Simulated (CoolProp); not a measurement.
Vapour-liquid equilibrium of m-xylene (1) + n-undecane (2) at 0.0156 MPa; x and y are mole fractions of (1).

Values from CoolProp's multi-fluid Helmholtz-energy mixture model, Zhou 2012 and Aleksandrov 2011; pair parameters Bell 2016.

Problem. Give the bubble temperature and the first vapour's composition at x = 0.2, 0.5, 0.8. Is there an azeotrope?

Solution. x = 0.2: 386.9 K, y = 0.595; x = 0.5: 370.1 K, y = 0.874; x = 0.8: 359.3 K, y = 0.970. No azeotrope shows between x = 0.05 and 0.95.

The pair parameters rest on a limited set of measurements; away from them the model extrapolates.
